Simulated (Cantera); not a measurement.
## TiO₂ + H₂ (hydrogen reduction and annealing atmospheres)

Charge: 1 mol TiO₂, 4 mol H₂, at 41.0 Pa.

Equilibrium computed with Cantera from the NASA thermochemical tables; the gas is ideal and each condensed phase is pure. Candidate condensed phases: H₂O, Ti, TiO, TiO₂, Ti₂O₃, Ti₃O₅, Ti₄O₇; 12 gas species. Mutual solubility and eutectic melting of coexisting phases are not modelled. Condensed phases not in the tables: Magnéli phases beyond Ti₄O₇. The numbers say what is thermodynamically allowed, not how fast it happens.

From 1248 K to 1698 K the condensed part is TiO₂(rutile) + Ti₄O₇(s). From 1773 K to 1848 K the condensed part is Ti₄O₇(s). At 1923 K the condensed part is Ti₃O₅(s) + Ti₄O₇(s). From 1998 K to 2223 K the condensed part is Ti₄O₇(l).

```
T (K)   x H₂       x H    x H₂O    x TiO₂      x OH     x TiO       x O  n TiO₂(rutile)  n Ti₄O₇(s)  n Ti₃O₅(s)  n Ti₄O₇(l)
-----  -----  --------  -------  --------  --------  --------  --------  --------------  ----------  ----------  ----------
1248   0.998   2.30e-5  0.00178    <1e-12  4.19e-10    <1e-12    <1e-12           0.972     0.00712           0           0
1323   0.996   7.82e-5  0.00371  3.18e-12   4.21e-9    <1e-12    <1e-12           0.941      0.0148           0           0
1398   0.993  0.000233  0.00715  6.55e-11   3.31e-8  7.30e-12  7.06e-12           0.886      0.0286           0           0
1473   0.986  0.000621   0.0129  9.85e-10   2.12e-7  9.76e-11  1.17e-10           0.793      0.0517           0           0
1548   0.976   0.00150   0.0220   1.13e-8   1.13e-6   1.00e-9   1.48e-9           0.647      0.0882           0           0
1623   0.961   0.00335   0.0357   1.03e-7   5.20e-6   8.24e-9   1.49e-8           0.428       0.143           0           0
1698   0.938   0.00692   0.0550   7.70e-7   2.09e-5   5.56e-8   1.23e-7           0.116       0.221           0           0
1773   0.924    0.0135   0.0620   4.49e-6   5.62e-5   3.93e-7   6.41e-7               0       0.250           0           0
1848   0.913    0.0250   0.0616   2.19e-5  0.000124   2.57e-6   2.59e-6               0       0.250           0           0
1923   0.880    0.0436   0.0764  0.000100  0.000326   1.20e-5   1.21e-5               0      0.0581       0.256           0
1998   0.866    0.0737   0.0596  0.000332  0.000505   6.48e-5   3.14e-5               0           0           0       0.250
2073   0.822     0.118   0.0576   0.00102  0.000938  0.000247   9.64e-5               0           0           0       0.249
2148   0.760     0.179   0.0546   0.00287   0.00166  0.000847  0.000276               0           0           0       0.246
2223   0.676     0.260   0.0501   0.00754   0.00279   0.00264  0.000743               0           0           0       0.238
```
x: gas mole fraction; n: condensed amount in mol.
